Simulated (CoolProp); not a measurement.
R115 along the isotherm -70.05 °C: Z from the reference equation and from simpler models built on Tc = 80.0 °C, pc = 3.129 MPa, ω = 0.248; each cubic takes its own stable root.

Model: reference Helmholtz-energy equation of state, Lemmon 2016, in CoolProp.

| p (MPa) | phase | reference |
|---|---|---|
| 0.469 | liquid | 0.02598 |
| 0.939 | liquid | 0.05197 |
| 1.41 | liquid | 0.07797 |
| 1.88 | liquid | 0.1039 |
| 2.35 | liquid | 0.1298 |
| 2.82 | liquid | 0.1556 |
| 3.29 | liquid | 0.1814 |
| 3.76 | liquid | 0.2072 |
| 4.22 | liquid | 0.2324 |
| 4.69 | liquid | 0.2581 |

### Question
How far does each simpler model (van der Waals, Redlich-Kwong, Soave-Redlich-Kwong, Peng-Robinson) lie from the reference over these 10 states: mean and median of the absolute difference, and the worst?

### Answer
- van der Waals: mean 58.2 %, median 58.1 %, worst +59.7 % at -70.05 °C and 0.469 MPa
- Redlich-Kwong: mean 7.9 %, median 7.9 %, worst +8.3 % at -70.05 °C and 0.469 MPa
- Soave-Redlich-Kwong: mean 5.3 %, median 5.3 %, worst +5.5 % at -70.05 °C and 0.469 MPa
- Peng-Robinson: mean 6.5 %, median 6.6 %, worst -6.6 % at -70.05 °C and 4.69 MPa
